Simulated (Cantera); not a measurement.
Thermodynamics of silicon epitaxy and polysilicon growth, feed SiHCl3 + N2

Feed: 1 mol SiHCl3, 18 mol N2, held at 100 Torr.

Cantera equilibrium calculation (NASA polynomials, part measured and part estimated; ideal gas, pure solids and liquids). Candidate condensed phases: NH4Cl, Si, Si3N4; 28 gas species. N2 is the only nitrogen source here; it is nearly inert below about 1500 K, so the nitride shown seldom forms there in practice. The tables' values for SiCl3, SiCl are old estimates; treat these amounts as uncertain. Rates play no part.

From 577 °C to 1327 °C the condensed part is Si3N4(s). At 1477 °C nothing is condensed. The main Si-bearing gas is SiCl4 at 577 °C and SiCl2 at 1477 °C. The share of Si in condensed phases is highest at 877 °C (46.3 %) and lowest at 1477 °C (0.0 %).

```tsv
T (°C)	log p N2	log p HCl	log p SiCl2	log p SiCl4	log p SiCl3	log p H2	n Si3N4(s)
577	-0.91	-2.26	-10.21	-2.41	-7.24	-3.12	0.149
727	-0.91	-2.24	-7.61	-2.42	-5.71	-3.22	0.152
877	-0.91	-2.22	-5.70	-2.43	-4.58	-3.30	0.154
1027	-0.91	-2.22	-4.24	-2.45	-3.73	-3.36	0.152
1177	-0.91	-2.22	-3.14	-2.56	-3.13	-3.37	0.130
1327	-0.92	-2.25	-2.44	-3.02	-2.93	-3.26	0.0491
1477	-0.92	-2.26	-2.24	-3.70	-3.10	-3.21	0
```
log p: log10 of the partial pressure in bar; n: condensed amount in mol.
